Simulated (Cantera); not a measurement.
A closed system holds: 1 mol CH₃Cl, 0.38 mol Si, equilibrated at 0.0160 bar.

Equilibrium computed with Cantera from the NASA thermochemical tables; the gas is ideal and each condensed phase is pure. Candidate condensed phases: C, C₆H₆, C₇H₈, C₈H₁₈, Si, SiC; 109 gas species. Gases not in the tables: Si₂H₆ and higher silanes. Equilibrium is a limit: real reactors are often held back by kinetics, nucleation or transport.

Which condensed phases are stable at each of these points (T (K)): 2773, 2823, 2873, 2923, 2973, 3023, 3073, 3123?


```
T (K)  condensed phases  Si condensed (%)
-----  ----------------  ----------------
2773        C(graphite)               0.0
2823        C(graphite)               0.0
2873        C(graphite)               0.0
2923        C(graphite)               0.0
2973        C(graphite)               0.0
3023        C(graphite)               0.0
3073           gas only               0.0
3123           gas only               0.0
```

From 2773 K to 3023 K the condensed part is C(graphite). From 3073 K to 3123 K nothing is condensed.
